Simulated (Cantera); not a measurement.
Cantera run:

```python
import numpy as np
import cantera as ct

gas_names = """
    AL ALCL ALCL2 ALCL3 ALN ALO ALOCL ALO2 AL2 AL2CL6 AL2O AL2O2 CL CLO CL2 N NO NO2 NO3 N2 N2O O O2 O3
""".split()
cond_names = """
    AL(cr) AL(L) ALCL3(s) ALCL3(L) ALN(s) AL2O3(a) AL2O3(L)
""".split()


# ... load() reads the species with a 1 bar reference pressure and builds the phases ...
atoms = {
    'AlCl3': {'AL': 1, 'CL': 3},
    'O2': {'O': 2},
    'N2': {'N': 2},
}
top_T = {'ALN(s)': 2750}  # K; cautious upper limits of use, not melting points


# ... equilibrate(T, P, feed) seeds the gas with the atoms and calls Mixture.equilibrate('TP', solver="vcs", rtol=1e-11, max_steps=5000) ...
results = []
feed = {'AlCl3': 1, 'O2': 15, 'N2': 63}  # mol
T = 973.15  # K
P = 170  # Pa
mix = equilibrate(T, P, feed)
results.append((T, P, feed, dict(zip(mix.species_names, mix.species_moles))))
print(gas.report(threshold=0.001))
for i in range(1, mix.n_phases):
    print(f"{mix.phase(i).name:16s} {mix.phase_moles(i):12.5e} mol")
```

It prints:

```
       temperature   973.15 K
          pressure   170 Pa
           density   0.00062063 kg/m^3
  mean mol. weight   29.539 kg/kmol
   phase of matter   gas

                          1 kg             1 kmol
                     ---------------   ---------------
          enthalpy        7.1016e+05        2.0977e+07  J
   internal energy        4.3624e+05        1.2886e+07  J
           entropy            9766.7         2.885e+05  J/K
    Gibbs function       -8.7943e+06       -2.5978e+08  J
 heat capacity c_p            1118.2             33031  J/K
 heat capacity c_v            836.73             24716  J/K

                      mass frac. Y      mole frac. X     chem. pot. / RT
                     ---------------   ---------------   ---------------
               CL2          0.044676          0.018614           -39.288
                N2           0.75836           0.79965           -31.393
                O2           0.19592           0.18086           -34.579
     [  +21 minor]          0.001045         0.0008736

AL(L)             0.00000e+00 mol
ALCL3(L)          0.00000e+00 mol
ALN(s)            0.00000e+00 mol
AL2O3(a)          5.00000e-01 mol
```

Cantera equilibrium calculation (NASA polynomials, part measured and part estimated; ideal gas, pure solids and liquids). Condensed phases not in the tables: AlOCl.
